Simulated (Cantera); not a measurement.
What does this Cantera script print?

```python
import numpy as np
import cantera as ct

gas_names = """
    H H2 Si SiH SiH2 SiH3 SiH4 Si2 Si3
""".split()
cond_names = """
    Si(cr) Si(L)
""".split()


def load(file, names, dense=False):
    # The tables refer to 1 bar. Condensed volumes are neglected.
    table = {s.name: s for s in ct.Species.list_from_file(file)}
    out = []
    for n in names:
        d = dict(table[n].input_data)
        d["thermo"] = dict(d["thermo"], **{"reference-pressure": 1e5})
        if dense:
            d["equation-of-state"] = {"model": "constant-volume", "density": "1e6 g/cm^3"}
        out.append(ct.Species.from_dict(d))
    return out


gas = ct.Solution(thermo="ideal-gas", species=load("nasa_gas.yaml", gas_names))
cond = {s.name: ct.Solution(thermo="fixed-stoichiometry", species=[s], name=s.name)
        for s in load("nasa_condensed.yaml", cond_names, dense=True)}
atoms = {
    'SiH4': {'Si': 1, 'H': 4},
    'H2': {'H': 2},
}
top_T = {}  # K; cautious upper limits of use, not melting points


def equilibrate(T, P, feed):
    n = {}
    for name, mol in feed.items():
        for a, k in atoms[name].items():
            n[a] = n.get(a, 0.0) + k * mol
    gas.TPX = T, P, n
    mass = sum(n.values()) * gas.mean_molecular_weight
    gas.equilibrate("TP")
    valid = [c for c in cond.values() if c.min_temp <= T <= top_T.get(c.name, c.max_temp)]
    mix = ct.Mixture([(gas, mass / gas.mean_molecular_weight)] + [(c, 0.0) for c in valid])
    mix.T, mix.P = T, P
    mix.equilibrate("TP", solver="vcs", rtol=1e-11, max_steps=5000)
    return mix


results = []
feed = {'SiH4': 1, 'H2': 9.1}  # mol
for P in [100, 240, 560, 1300, 3200, 7500, 18000, 42000, 100000]:
    for T in [973, 1073, 1173, 1273, 1373, 1473, 1573, 1673, 1773, 1873, 1973, 2073, 2173]:
        mix = equilibrate(T, P, feed)
        results.append((T, P, feed, dict(zip(mix.species_names, mix.species_moles))))

for T, P, feed, n in results:
    print(f"{T:7g} {P:10.4g}  " + (" + ".join(c for c in cond_names if n.get(c, 0) > 1e-12) or "gas only"))
```

It prints:

```
    973        100  Si(cr)
   1073        100  Si(cr)
   1173        100  Si(cr)
   1273        100  Si(cr)
   1373        100  Si(cr)
   1473        100  Si(cr)
   1573        100  Si(cr)
   1673        100  Si(cr)
   1773        100  Si(L)
   1873        100  Si(L)
   1973        100  Si(L)
   2073        100  gas only
   2173        100  gas only
    973        240  Si(cr)
   1073        240  Si(cr)
   1173        240  Si(cr)
   1273        240  Si(cr)
   1373        240  Si(cr)
   1473        240  Si(cr)
   1573        240  Si(cr)
   1673        240  Si(cr)
   1773        240  Si(L)
   1873        240  Si(L)
   1973        240  Si(L)
   2073        240  Si(L)
   2173        240  gas only
    973        560  Si(cr)
   1073        560  Si(cr)
   1173        560  Si(cr)
   1273        560  Si(cr)
   1373        560  Si(cr)
   1473        560  Si(cr)
   1573        560  Si(cr)
   1673        560  Si(cr)
   1773        560  Si(L)
   1873        560  Si(L)
   1973        560  Si(L)
   2073        560  Si(L)
   2173        560  Si(L)
    973       1300  Si(cr)
   1073       1300  Si(cr)
   1173       1300  Si(cr)
   1273       1300  Si(cr)
   1373       1300  Si(cr)
   1473       1300  Si(cr)
   1573       1300  Si(cr)
   1673       1300  Si(cr)
   1773       1300  Si(L)
   1873       1300  Si(L)
   1973       1300  Si(L)
   2073       1300  Si(L)
   2173       1300  Si(L)
    973       3200  Si(cr)
   1073       3200  Si(cr)
   1173       3200  Si(cr)
   1273       3200  Si(cr)
   1373       3200  Si(cr)
   1473       3200  Si(cr)
   1573       3200  Si(cr)
   1673       3200  Si(cr)
   1773       3200  Si(L)
   1873       3200  Si(L)
   1973       3200  Si(L)
   2073       3200  Si(L)
   2173       3200  Si(L)
    973       7500  Si(cr)
   1073       7500  Si(cr)
   1173       7500  Si(cr)
   1273       7500  Si(cr)
   1373       7500  Si(cr)
   1473       7500  Si(cr)
   1573       7500  Si(cr)
   1673       7500  Si(cr)
   1773       7500  Si(L)
   1873       7500  Si(L)
   1973       7500  Si(L)
   2073       7500  Si(L)
   2173       7500  Si(L)
    973    1.8e+04  Si(cr)
   1073    1.8e+04  Si(cr)
   1173    1.8e+04  Si(cr)
   1273    1.8e+04  Si(cr)
   1373    1.8e+04  Si(cr)
   1473    1.8e+04  Si(cr)
   1573    1.8e+04  Si(cr)
   1673    1.8e+04  Si(cr)
   1773    1.8e+04  Si(L)
   1873    1.8e+04  Si(L)
   1973    1.8e+04  Si(L)
   2073    1.8e+04  Si(L)
   2173    1.8e+04  Si(L)
    973    4.2e+04  Si(cr)
   1073    4.2e+04  Si(cr)
   1173    4.2e+04  Si(cr)
   1273    4.2e+04  Si(cr)
   1373    4.2e+04  Si(cr)
   1473    4.2e+04  Si(cr)
   1573    4.2e+04  Si(cr)
   1673    4.2e+04  Si(cr)
   1773    4.2e+04  Si(L)
   1873    4.2e+04  Si(L)
   1973    4.2e+04  Si(L)
   2073    4.2e+04  Si(L)
   2173    4.2e+04  Si(L)
    973      1e+05  Si(cr)
   1073      1e+05  Si(cr)
   1173      1e+05  Si(cr)
   1273      1e+05  Si(cr)
   1373      1e+05  Si(cr)
   1473      1e+05  Si(cr)
   1573      1e+05  Si(cr)
   1673      1e+05  Si(cr)
   1773      1e+05  Si(L)
   1873      1e+05  Si(L)
   1973      1e+05  Si(L)
   2073      1e+05  Si(L)
   2173      1e+05  Si(L)
```

Method: chemical equilibrium by Gibbs-energy minimisation in Cantera with the NASA 1993 tables (ideal gas, pure condensed phases).
